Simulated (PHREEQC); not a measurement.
0.029 g of hydrous ferric oxide (600 m²/g; 0.2 weak and 0.005 strong sites per Fe, Dzombak-Morel constants, diffuse double layer) in 1 kg of water with 0.3 mol/kgw of an inert sodium salt and 0.00013 mmol/kgw Ag2SO4 and 0.06 mmol/kgw ZnSO4, at 25 °C; the pH is set by adding NaOH or the inert anion's acid. Oxygen alone is held at its pressure in air (log pO2 = -0.68). CO2 from the air is kept out. Nothing may precipitate in this run.

Base run: PHREEQC, ion-association model, wateq4f.dat. Each further column changes one thing. The table gives S sorbed (%).

```
pH    base  no electrostatic term (-no_edl)  background salt from 0.3 to 0.03 mol/kgw  oxide from 0.029 to 0.15 g/kgw  0.00024 mol/kgw H3BO3 added
----  ----  -------------------------------  ----------------------------------------  ------------------------------  ---------------------------
3     14.5                              0.0                                      39.4                      (withheld)                         14.5
4.12  13.6                              0.0                                      36.8                      (withheld)                         13.6
4.88  10.3                              0.0                                      29.2                      (withheld)                         10.3
6      2.8                              0.0                                      11.7                            13.1                          2.8
7.12   0.3                              0.0                                (withheld)                             1.2                          0.3
7.88   0.1                              0.0                                (withheld)                             0.2                          0.1
9      0.0                              0.0                                       0.0                             0.0                          0.0
```

Q: Complete the blanks.

A: 
- 3, oxide from 0.029 to 0.15 g/kgw: 55.9
- 4.12, oxide from 0.029 to 0.15 g/kgw: 53.0
- 4.88, oxide from 0.029 to 0.15 g/kgw: 42.2
- 7.12, background salt from 0.3 to 0.03 mol/kgw: 2.2
- 7.88, background salt from 0.3 to 0.03 mol/kgw: 0.7

In at least one series the solution becomes supersaturated in solids that the run did not let form, among them Zn(OH)2-e. The oxide is taken as insoluble; below pH 4 it would dissolve.
